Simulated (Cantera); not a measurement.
Source: NASA polynomial tables (part measured, part estimated), evaluated in Cantera. Values are per mole of reaction as written; species without (g) are pure solids or liquids, kept so even where they would boil at 1 bar.

TiO(g) = Ti + O(g)

```
T (K)  ΔH° (kJ)  ΔS° (J/K)  ΔG° (kJ)  log10 K  condensed phases
-----  --------  ---------  --------  -------  ----------------
725       200.6      -29.5     222.0   -15.99             Ti(α)
825         ___        ___       ___      ___             Ti(α)
925         ___        ___       ___      ___             Ti(α)
1025      205.0      -24.4     230.0   -11.72             Ti(α)
1125        ___        ___       ___      ___             Ti(α)
1225      212.5      -17.8     234.3    -9.99             Ti(β)
1325      213.7      -16.9     236.1    -9.31             Ti(β)
1425      215.1      -15.9     237.7    -8.71             Ti(β)
1525      216.6      -14.9     239.2    -8.19             Ti(β)
1625      218.2      -13.8     240.7    -7.74             Ti(β)
1725        ___        ___       ___      ___             Ti(β)
```

Q: Some entries are withheld; supply them.

A: 
- 825, ΔH° (kJ): 202.0
- 825, ΔS° (J/K): -27.7
- 825, ΔG° (kJ): 224.8
- 825, log10 K: -14.23
- 925, ΔH° (kJ): 203.5
- 925, ΔS° (J/K): -26.0
- 925, ΔG° (kJ): 227.5
- 925, log10 K: -12.85
- 1125, ΔH° (kJ): 207.1
- 1125, ΔS° (J/K): -22.5
- 1125, ΔG° (kJ): 232.4
- 1125, log10 K: -10.79
- 1725, ΔH° (kJ): 220.0
- 1725, ΔS° (J/K): -12.7
- 1725, ΔG° (kJ): 242.0
- 1725, log10 K: -7.33
